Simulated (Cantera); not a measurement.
Thermodynamics of calcination and drying, feed Ca(OH)2 + H2O + CO2

A closed system holds: 1 mol Ca(OH)2, 0.78 mol H2O, 0.016 mol CO2, at 2300 Pa.

Cantera equilibrium calculation (NASA polynomials, part measured and part estimated; ideal gas, pure solids and liquids). Candidate condensed phases: C, C6H6, C7H8, C8H18, Ca, CaCO3, CaO, Ca(OH)2, H2O; 115 gas species. The numbers say what is thermodynamically allowed, not how fast it happens.

```csv
T (K),x H2O,x CO2,x H2,x O2,n CaCO3(calcite),n CaO(s)
773,0.995,0.00544,2.59e-9,1.29e-9,0.00626,0.994
798,0.991,0.00891,5.76e-9,2.87e-9,0,1.00
823,0.991,0.00891,1.22e-8,6.08e-9,0,1.00
848,0.991,0.00891,2.48e-8,1.24e-8,0,1.00
873,0.991,0.00891,4.85e-8,2.41e-8,0,1.00
898,0.991,0.00891,9.13e-8,4.53e-8,0,1.00
923,0.991,0.00891,1.66e-7,8.22e-8,0,1.00
948,0.991,0.00891,2.93e-7,1.45e-7,0,1.00
973,0.991,0.00891,5.02e-7,2.48e-7,0,1.00
998,0.991,0.00891,8.37e-7,4.13e-7,0,1.00
1023,0.991,0.00891,1.36e-6,6.71e-7,0,1.00
1048,0.991,0.00891,2.17e-6,1.07e-6,0,1.00
```
x: gas mole fraction; n: condensed amount in mol.

At 773 K the condensed part is CaCO3(calcite) + CaO(s). From 798 K to 1048 K the condensed part is CaO(s).
